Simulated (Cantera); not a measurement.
Charge: 1 mol Fe₂O₃, 96 mol H₂, 0.18 mol H₂O, held at 100000 Pa.

Method: chemical equilibrium by Gibbs-energy minimisation in Cantera with the NASA 1993 tables (ideal gas, pure condensed phases). Candidate condensed phases: Fe, FeO, Fe(OH)₂, Fe(OH)₃, Fe₂O₃, Fe₃O₄, H₂O; 12 gas species. Kinetics and transport are ignored.

Problem. Which condensed phases are stable at each of these points (T (K)): 973, 998, 1023, 1048, 1073, 1098, 1123, 1148, 1173, 1198, 1223?

Solution. 
```tsv
T (K)	condensed phases	Fe condensed (%)
973	Fe(α)	100.0
998	Fe(α)	100.0
1023	Fe(α)	100.0
1048	Fe(α)	100.0
1073	Fe(α)	100.0
1098	Fe(α)	100.0
1123	Fe(α)	100.0
1148	Fe(α)	100.0
1173	Fe(α)	100.0
1198	Fe(γ)	100.0
1223	Fe(γ)	100.0
```

From 973 K to 1173 K the condensed part is Fe(α). From 1198 K to 1223 K the condensed part is Fe(γ).
